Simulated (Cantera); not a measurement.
A closed system holds: 1 mol TiCl₄, 0.26 mol C₃H₈, 190 mol H₂, 8.5 mol CH₄, at 1700 K and 19.0 Pa.

Cantera equilibrium calculation (NASA polynomials, part measured and part estimated; ideal gas, pure solids and liquids). Candidate condensed phases: C, C₆H₆, C₇H₈, C₈H₁₈, Ti, TiC, TiCl₂, TiCl₃, TiCl₄; 96 gas species. TiC: taken at fixed stoichiometry. Equilibrium is a limit: real reactors are often held back by kinetics, nucleation or transport.

Base state: H₂ 0.970, HCl 0.0188, H 0.0105, Cl 0.000158, C₂H₂ (acetylene) 7.12e-5 (mole fractions); condensed: C(graphite) + TiC(s).

Q: What changes in the equilibrium state with this change: temperature from 1700 K to 1223 K?

A: 
| species | before | after |
|---|---|---|
| H₂ | 0.970 | 0.981 |
| HCl | 0.0188 | 0.0190 |
| H | 0.0105 | 2.16e-5 |
| C₂H₂ (acetylene) | 7.12e-5 | 1.54e-7 |
| Cl | 0.000158 | 3.61e-7 |
| C(graphite), mol | 8.25 | 8.28 |
| TiC(s), mol | 1.000 | 1.000 |
